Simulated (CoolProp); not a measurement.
Saturation properties of tetradecamethylhexasiloxane (MD4M) (Tc = 653.2 K, pc = 0.8286 MPa, ω = 0.800).

Values from CoolProp's reference Helmholtz-energy equation of state, Thol 2019.

```tsv
T (K)	p (MPa)	liquid density (kg/m³)	liquid cp (kJ/(kg K))
441	0.007423	744.7	2.019
454.1	(withheld)	730.7	2.045
467.2	0.01812	(withheld)	2.070
480.2	0.02684	701.9	(withheld)
493.3	0.03873	686.8	2.121
506.4	0.05447	671.2	2.147
519.5	(withheld)	655.1	(withheld)
532.6	0.1008	638.2	2.200
545.7	0.1332	620.5	2.229
558.8	0.1732	601.7	2.259
571.9	0.2221	581.5	2.293
584.9	0.2806	(withheld)	2.333
598	0.3512	(withheld)	2.382
```

Task: Complete the blanks.

Result: 
- 454.1, p (MPa): 0.01181
- 467.2, liquid density (kg/m³): 716.4
- 480.2, liquid cp (kJ/(kg K)): 2.096
- 519.5, p (MPa): 0.07486
- 519.5, liquid cp (kJ/(kg K)): 2.173
- 584.9, liquid density (kg/m³): 559.7
- 598, liquid density (kg/m³): 535.3

It boils at 532.8 K under 1 atm.
